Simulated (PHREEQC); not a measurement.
0.048 g of hydrous ferric oxide (600 m²/g; 0.2 weak and 0.005 strong sites per Fe, Dzombak-Morel constants, diffuse double layer) in 1 kg of water with 0.05 mol/kgw of an inert sodium salt and 2.3e-05 mol/kgw NiCl2, at 25 °C; the pH is set by adding NaOH or the inert anion's acid. O2 is buffered at 0.21 atm. CO2 from the air is kept out. Precipitation was switched off in this run.

Base run: PHREEQC, ion-association model, wateq4f.dat. Each further column changes one thing. The table gives surface charge σ (C/m²).

```
pH     base  background salt from 0.05 to 0.005 mol/kgw  oxide from 0.048 to 0.24 g/kgw
---  ------  ------------------------------------------  ------------------------------
3     0.357                                       0.303                           0.357
3.5   0.335                                       0.243                           0.335
4     0.294                                       0.183                           0.294
4.5   0.238                                       0.132                           0.238
5     0.181                                       0.091                           0.181
5.5   0.130                                       0.060                           0.130
6.5   0.059                                       0.024                           0.059
7     0.037                                       0.014                           0.036
7.5   0.023                                       0.009                           0.019
8     0.013                                       0.005                           0.005
8.5   0.002                                       0.001                          -0.008
9    -0.011                                      -0.004                          -0.023
```

The oxide is taken as insoluble; below pH 4 it would dissolve.
